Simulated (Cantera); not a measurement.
Charge: 1 mol Ni, 0.21 mol NH3, 5 mol H2, equilibrated at 0.140 bar.

Equilibrium computed with Cantera from the NASA thermochemical tables; the gas is ideal and each condensed phase is pure. Candidate condensed phases: Ni; 10 gas species. Kinetics and transport are ignored. All values below are at 1825 K.

Base state: H2 0.979, N2 0.0194, H 0.00116, Ni 0.000136 (mole fractions); condensed: Ni(l).

Question: What changes in the equilibrium state with this change: Ni replaced by Pb?

Answer: 
| species | before | after |
|---|---|---|
| H2 | 0.979 | 0.827 |
| Pb | 0 | 0.156 |
| N2 | 0.0194 | 0.0163 |
| Ni | 0.000136 | 0 |
| Pb2 | 0 | 2.38e-5 |
| H | 0.00116 | 0.00107 |
| Ni(l), mol | 0.999 | 0 |
Further candidate phases: Pb.
